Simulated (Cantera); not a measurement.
Charge: 1 mol HF, 0.69 mol SO2, 0.61 mol O2, at 3298 K.

These are equilibrium values from Cantera (NASA tables, ideal gas, pure condensed phases), not measurements of a reactor. Candidate condensed phases: H2O, H2SO4, S; 43 gas species. The ideal-gas law is rough above about 30 bar. The tables' values for SOF2 are old estimates; treat these amounts as uncertain. Rates play no part.

Question: At 36.0 bar, list the 7 most abundant gas species with their mole fractions, and the condensed phases.

Answer: HF 0.404, SO2 0.274, O2 0.248, O 0.0238, F 0.0189, SO 0.0171, OH 0.00868. Condensed: gas only.
